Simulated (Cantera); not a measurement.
# Diamond growth

A diamond (100) surface in a fixed gas of H2 with x(CH4) = 0.01, x(H) = 0.00029, at 1275 K, 16.5 Torr; coverages are run to steady state.

Model: the Harris–Goodwin 1993 mechanism for the reconstructed diamond (100) surface, integrated in Cantera.

```tsv
x(CH3)	growth (µm/h)	θ c6HH	θ c6H*	θ c6*H	θ c6**	θ c6HM
1e-06	0.000577	0.516	0.0388	0.432	0.0133	1.04e-6
2.7e-06	0.00156	0.516	0.0388	0.432	0.0133	2.81e-6
7.4e-06	0.00426	0.516	0.0388	0.432	0.0133	7.70e-6
2e-05	0.0115	0.516	0.0388	0.432	0.0132	2.08e-5
5.5e-05	0.0314	0.515	0.0387	0.432	0.0131	5.71e-5
0.00015	0.0841	0.515	0.0387	0.432	0.0129	0.000155
0.0004	0.214	0.514	0.0386	0.430	0.0123	0.000410
0.0011	0.523	0.512	0.0384	0.428	0.0109	0.00110
0.003	1.10	0.507	0.0379	0.422	0.00828	0.00289
```
θ: site fractions in the mechanism's names (c6HH fully hydrogenated, c6H* and c6*H radical sites, c6** diradical, c6HM methylated).
